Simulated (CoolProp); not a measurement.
Model: reference Helmholtz-energy equation of state, Akasaka 2020, in CoolProp.

Problem. Give the vapour pressure (kPa), liquid cp (kJ/(kg K)), vapour Z of saturated R1123 at 231.9, 254.2, 310 K.

Solution. 
```tsv
T (K)	p (kPa)	liquid cp (kJ/(kg K))	vapour Z
231.9	257	1.32	0.930
254.2	596	1.39	0.875
310	2820	2.04	0.618
```
